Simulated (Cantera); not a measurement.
Input: 1 mol Si3N4, 56 mol HCl, held at 1775 °C and 14.0 Pa.

Cantera equilibrium calculation (NASA polynomials, part measured and part estimated; ideal gas, pure solids and liquids). Candidate condensed phases: NH4Cl, Si, Si3N4; 28 gas species. The tables' values for SiCl, SiCl3 are old estimates; treat these amounts as uncertain. The numbers say what is thermodynamically allowed, not how fast it happens.

Base state: HCl 0.528, Cl 0.217, H2 0.116, H 0.0645, SiCl2 0.0386, N2 0.0295, Si 0.00382, SiCl 0.00166 (mole fractions); condensed: gas only.

**Question.** What changes in the equilibrium state with this change: pressure from 14.0 Pa to 2.80 Pa?

**Answer.** 
```json
[
 {"species": "HCl", "before": "0.528", "after": "0.352"},
 {"species": "Cl", "before": "0.217", "after": "0.329"},
 {"species": "H", "before": "0.0645", "after": "0.142"},
 {"species": "Si", "before": "0.00382", "after": "0.0187"},
 {"species": "SiCl2", "before": "0.0386", "after": "0.0173"},
 {"species": "N2", "before": "0.0295", "after": "0.0257"},
 {"species": "H2", "before": "0.116", "after": "0.112"},
 {"species": "SiCl3", "before": "0.000138", "after": "1.88e-5"},
 {"species": "SiH", "before": "9.35e-6", "after": "2.01e-5"},
 {"species": "SiCl", "before": "0.00166", "after": "0.00246"}
]
```
